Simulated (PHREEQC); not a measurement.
## Nickel, zinc or cadmium bath: speciation

Make-up at 85 °C: 0.02 mol/kgw CdCl2 and 0.059 mol/kgw HCl. Closed to the air; pH follows from the charge balance.

Equilibrium calculation in PHREEQC: ion-association model, phreeqc.dat.

This is a speciation only: nothing precipitates in the calculation.

Q: What pH, density, ionic strength does the model give?

A: pH 1.32; density 0.973 g/cm³; ionic strength 0.0841 mol/kgw.

Q: In which forms is Cl present?

A: Cl- 80 %, CdCl+ 13 %, CdCl2 5.8 %, CdCl3- 0.9 % of the Cl.

Away from 25 °C the constants follow the database's enthalpies or fits; those with neither stay at their 25 °C values.
